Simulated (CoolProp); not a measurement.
Computed with CoolProp (reference Helmholtz-energy equation of state, Lemmon 2006). It is a short technical equation, of lower accuracy than the large ones.

Question: For C3F8 (R218), give the phase and the viscosity (µPa s), Prandtl number, fugacity coefficient at 27.55 °C and 6170 kPa; -24.15 °C and 242 kPa.

Answer: 
- 27.55 °C and 6170 kPa: liquid; viscosity 199, Prandtl number 4.44, fugacity coefficient 0.163
- -24.15 °C and 242 kPa: liquid; viscosity 356, Prandtl number 6.10, fugacity coefficient 0.670

Viscosity comes from a separate model (Huber 2003), an estimate that may be off by 10 % or more. Thermal conductivity comes from a separate model (Huber 2003), an estimate that may be off by 10 % or more.
